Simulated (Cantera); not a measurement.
Charge: 1 mol Si, 1.9 mol H₂O, 0.039 mol O₂, at 1.00 bar.

Method: chemical equilibrium by Gibbs-energy minimisation in Cantera with the NASA 1993 tables (ideal gas, pure condensed phases). Candidate condensed phases: H₂O, Si, SiO₂; 18 gas species. Mutual solubility and eutectic melting of coexisting phases are not modelled. The tables hold silica as quartz up to 1696 K and as liquid above; real silica turns to tridymite and cristobalite and melts near 1996 K. Equilibrium is a limit: real reactors are often held back by kinetics, nucleation or transport.

x: gas mole fraction; n: condensed amount in mol.

```
T (°C)   x H₂     x SiO       x H     x H₂O    x SiH₂   x SiH₄  n Si(s)  n SiO₂(α-quartz)  n SiO₂(β-quartz)
------  -----  --------  --------  --------  --------  -------  -------  ----------------  ----------------
552      1.00    <1e-12  7.93e-12  5.10e-12    <1e-12  2.27e-7   0.0110             0.989                 0
652      1.00         ?         ?         ?         ?        ?   0.0110                 0             0.989
752      1.00   1.44e-9   4.36e-9   1.78e-9  1.90e-10  4.40e-7   0.0110                 0             0.989
852     1.000   5.34e-8   4.44e-8   1.49e-8   2.37e-9  5.58e-7   0.0110                 0             0.989
952     1.000   1.09e-6   3.12e-7   8.78e-8   1.95e-8  6.80e-7   0.0110                 0             0.989
1052    1.000   1.39e-5   1.64e-6   3.93e-7   1.17e-7  8.05e-7   0.0110                 0             0.989
1152    1.000         ?         ?         ?         ?        ?   0.0109                 0             0.989
1252    0.999  0.000811   2.36e-5   4.30e-6   2.05e-6  1.06e-6   0.0102                 0             0.988
1352    0.996   0.00421   7.04e-5   1.13e-5   6.58e-6  1.17e-6  0.00698                 0             0.985
```

Task: Complete the blanks.

Result: 
- 652, x SiO: 1.75e-11
- 652, x H: 2.60e-10
- 652, x H₂O: 1.32e-10
- 652, x SiH₂: 8.89e-12
- 652, x SiH₄: 3.29e-7
- 1152, x SiO: 0.000123
- 1152, x H: 6.82e-6
- 1152, x H₂O: 1.42e-6
- 1152, x SiH₂: 5.42e-7
- 1152, x SiH₄: 9.31e-7
